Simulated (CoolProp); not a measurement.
Vapour pressure (MPa) of c-C4F8 (RC318): the reference equation beside estimates from Tc = 115.2 °C, pc = 2.778 MPa, ω = 0.355. Clausius-Clapeyron is anchored at 42.75 °C with a constant enthalpy of vaporisation of 19.14 kJ/mol.

Model: reference Helmholtz-energy equation of state, Platzer 1990, in CoolProp. This equation is an older, rougher fit; its heat capacities, sound speeds and derivatives of the liquid may be far off and weren't checked against measurements.

| T (°C) | reference | Clausius-Clapeyron | van der Waals |
|---|---|---|---|
| 30.65 | 0.3729 | 0.3976 | 0.9590 |
| 33.65 | 0.4084 | 0.4282 | 1.004 |
| 36.65 | 0.4463 | 0.4605 | 1.051 |
| 39.65 | 0.4869 | 0.4945 | 1.098 |
| 42.75 | 0.5316 | 0.5316 | 1.149 |
| 45.75 | 0.5777 | 0.5693 | 1.200 |
| 48.75 | 0.6268 | 0.6089 | 1.252 |
| 51.75 | 0.6789 | 0.6505 | 1.305 |
| 54.75 | 0.7342 | 0.6941 | 1.360 |
| 57.85 | 0.7948 | 0.7413 | 1.418 |

Absolute difference from the reference over all 10 rows, mean and median: Clausius-Clapeyron 3.7 and 3.7 %, van der Waals 114.3 and 111.9 %.
